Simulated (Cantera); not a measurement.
Adiabatic ignition

An adiabatic, constant-pressure homogeneous reactor starts with 36.4 % H2, 13.0 % O2, 50.6 % N2, equivalence ratio 1.4, at 1573 K and 4.40 bar.

Computed with Cantera and GRI-Mech 3.0 (53 species, 325 reactions). The hydrogen kinetics of GRI-Mech 3.0 are dated; newer H2 mechanisms differ, most at raised pressure. Above 3000 K some thermodynamic fits are extrapolated.

| t (s) | T (K) | x H2 | x O2 | x N2O | x NO | x HO2 |
|---|---|---|---|---|---|---|
| 3.00e-6 | 2110 | 0.111 | 0.0144 | 9.77e-8 | 1.69e-5 | 2.68e-5 |
| 1.02e-5 | 2846 | 0.121 | 0.00446 | 1.97e-7 | 0.000207 | 5.86e-6 |
| 3.44e-5 | 3011 | 0.121 | 0.00241 | 3.32e-7 | 0.000847 | 3.57e-6 |
| 0.000116 | 3009 | 0.122 | 0.00225 | 3.58e-7 | 0.00248 | 3.34e-6 |
| 0.000393 | 3004 | 0.123 | 0.00213 | 4.06e-7 | 0.00399 | 3.18e-6 |
| 0.00133 | 3004 | 0.123 | 0.00212 | 4.10e-7 | 0.00408 | 3.17e-6 |
| 0.00451 | 3004 | 0.123 | 0.00212 | 4.10e-7 | 0.00408 | 3.17e-6 |
| 0.0152 | 3004 | 0.123 | 0.00212 | 4.10e-7 | 0.00408 | 3.17e-6 |
| 0.0516 | 3004 | 0.123 | 0.00212 | 4.10e-7 | 0.00408 | 3.17e-6 |
| 0.175 | 3004 | 0.123 | 0.00212 | 4.10e-7 | 0.00408 | 3.17e-6 |
| 0.591 | 3004 | 0.123 | 0.00212 | 4.10e-7 | 0.00408 | 3.17e-6 |
| 2.00 | 3004 | 0.123 | 0.00212 | 4.10e-7 | 0.00408 | 3.17e-6 |
x: mole fraction; the columns are a selection and need not sum to one.

The time of steepest temperature rise is 2.52 µs and the temperature at 2.00 s is 3004 K. The equilibrium temperature is 3004 K, the x(H2) at 2.00 s is 0.123 (gas-phase equilibrium 0.123) and the x(O2) at 2.00 s is 0.00212 (gas-phase equilibrium 0.00212). The x(N2O) at 2.00 s comes out as 4.10e-7 (gas-phase equilibrium 4.10e-7).
